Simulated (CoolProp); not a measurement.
R236EA at 337.25 K and 0.205 MPa is compressed adiabatically to 1.21 MPa with isentropic efficiency 0.9. Each further row changes one setting.

Values from CoolProp's reference Helmholtz-energy equation of state, Rui 2013.

| case | work (kJ/kg) | final temperature (K) | final density (kg/m³) |
|---|---|---|---|
| as stated | 34.8 | ? | ? |
| efficiency 1 | 31.3 | 382.9 | ? |
| efficiency 0.65 | 48.2 | ? | ? |

Question: Some entries are withheld; supply them.

Answer: 
- as stated, final temperature (K): 386.0
- as stated, final density (kg/m³): 69.8
- efficiency 1, final density (kg/m³): 71.0
- efficiency 0.65, final temperature (K): 398.2
- efficiency 0.65, final density (kg/m³): 65.8
